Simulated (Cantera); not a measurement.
A closed system holds: 1 mol Si2Cl6, 0.035 mol Cl2, 72 mol N2, at 120 Pa.

Cantera equilibrium calculation (NASA polynomials, part measured and part estimated; ideal gas, pure solids and liquids). Candidate condensed phases: Si, Si3N4; 13 gas species. The feed counts by its element totals alone. N2 is the only nitrogen source here; it is nearly inert below about 1500 K, so the nitride shown seldom forms there in practice. Rates play no part.

Over these rows the condensed part is Si3N4(s). Partial pressures as log10 of bar:

```
T (K)  1000/T (1/K)  log p SiCl2  log p N2  log p SiCl4
-----  ------------  -----------  --------  -----------
950          1.0526        -8.80     -2.93        -4.60
1000         1.0000        -8.03     -2.93        -4.61
1050         0.9524        -7.33     -2.93        -4.61
1100         0.9091        -6.69     -2.93        -4.61
1150         0.8696            ?     -2.93        -4.63
1200         0.8333        -5.61     -2.93        -4.66
```

**Question.** Fit log p(SiCl2) = a + b·(1000/T) to the five rows, give the apparent enthalpy, and predict the row at 1150 K.

**Answer.** Means: 1000/T = 0.9495, log p = -7.292. Sxy = -0.412623, Sxx = 0.0283229, so b = -14.57 and a = -7.292 − (-14.57)×0.9495 = 6.54.
Apparent enthalpy: −19.145 × (-14.57) = 279 kJ/mol. With the condensed phases at unit activity, 1/6 Si3N4(s) + 1/2 SiCl4(g) = SiCl2(g) + 1/3 N2(g) links this pressure to the main gases: over the six rows their terms move log p by -0.03 in all, so the slope is close to that reaction's ΔH°. The five rows lie within 0.02 of the line.
Prediction at 1150 K: 6.54 + (-14.57)×0.8696 = -6.13. The computed value is -6.12, 0.01 from the line.
